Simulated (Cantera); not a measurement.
# Thermodynamics of iron carbonyl, mercury and lead vapours, feed Pb + H2 + N2

Charge: 1 mol Pb, 2.8 mol H2, 0.27 mol N2, equilibrated at 0.700 bar.

Cantera equilibrium calculation (NASA polynomials, part measured and part estimated; ideal gas, pure solids and liquids). Candidate condensed phases: Pb; 11 gas species. Rates play no part.

From 623 K to 1273 K the condensed part is Pb(l).

```csv
T (K),log p H2,log p N2,log p NH3,log p Pb,log p H,log p Pb2,n Pb(l)
623,-0.20,-1.22,-2.45,-10.68,<-12,<-12,1.00
673,-0.20,-1.22,-2.77,-9.51,<-12,<-12,1.00
723,-0.20,-1.21,-3.05,-8.51,<-12,<-12,1.00
773,-0.20,-1.21,-3.30,-7.64,-12.14,<-12,1.00
823,-0.20,-1.21,-3.52,-6.87,-11.23,<-12,1.000
873,-0.19,-1.21,-3.72,-6.20,-10.43,<-12,1.000
923,-0.19,-1.21,-3.89,-5.60,-9.71,-11.64,1.000
973,-0.19,-1.21,-4.05,-5.06,-9.06,-10.74,1.000
1023,-0.19,-1.21,-4.20,-4.57,-8.48,-9.93,1.000
1073,-0.19,-1.21,-4.33,-4.14,-7.95,-9.20,1.000
1123,-0.20,-1.21,-4.45,-3.74,-7.47,-8.53,0.999
1173,-0.20,-1.21,-4.56,-3.37,-7.03,-7.93,0.998
1223,-0.20,-1.21,-4.66,-3.04,-6.62,-7.37,0.996
1273,-0.20,-1.21,-4.76,-2.74,-6.24,-6.86,0.992
```
log p: log10 of the partial pressure in bar; n: condensed amount in mol.
